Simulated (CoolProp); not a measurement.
Vapour-liquid equilibrium of trans-2-butene (1) + acetone (2) at 120.95 °C; x and y are mole fractions of (1).

Values from CoolProp's multi-fluid Helmholtz-energy mixture model, Lemmon 2005 and Lemmon 2006; pair parameters Bell 2016.

Task: Give the bubble pressure and the first vapour's composition at x = 0.25, 0.65, 0.95. Is there an azeotrope?

Result: x = 0.25: 1.286 MPa, y = 0.565; x = 0.65: 1.902 MPa, y = 0.793; x = 0.95: 2.202 MPa, y = 0.960. No azeotrope shows between x = 0.05 and 0.95.

The pair parameters rest on a limited set of measurements; away from them the model extrapolates.
